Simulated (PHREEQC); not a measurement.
Make-up at 20 °C: 0.00032 mol/kgw H2S and 0.011 mol/kgw NaCl. Closed to the air; pH follows from the charge balance.

All values are PHREEQC results (ion-association model, phreeqc.dat), not measurements.

Precipitation was switched off in this run.

### Question
Estimate the pH, specific conductance.

### Answer
pH 5.25; specific conductance 1150 µS/cm.

### Question
In which forms is S present?

### Answer
H2S 98 %, HS- 1.9 % of the S.
